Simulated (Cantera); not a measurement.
Input: 1 mol SiCl4, 760 mol H2, 0.021 mol HCl, equilibrated at 0.0110 bar.

Method: chemical equilibrium by Gibbs-energy minimisation in Cantera with the NASA 1993 tables (ideal gas, pure condensed phases). Candidate condensed phases: Si; 19 gas species. Equilibrium is a limit: real reactors are often held back by kinetics, nucleation or transport. All values below are at 602 °C.

Base state: H2 0.997, HCl 0.00275, SiCl4 0.000383, SiHCl3 0.000303, SiH2Cl2 2.20e-5 (mole fractions); condensed: Si(s).

### Question
What changes in the equilibrium state with this change: pressure from 0.0110 bar to 0.00440 bar?

### Answer
```csv
species,before,after
H2,0.997,0.996
HCl,0.00275,0.00330
SiCl4,0.000383,0.000317
SiHCl3,0.000303,0.000210
SiH2Cl2,2.20e-5,1.27e-5
SiCl2,9.68e-6,1.39e-5
"Si(s), mol",0.447,0.571
```
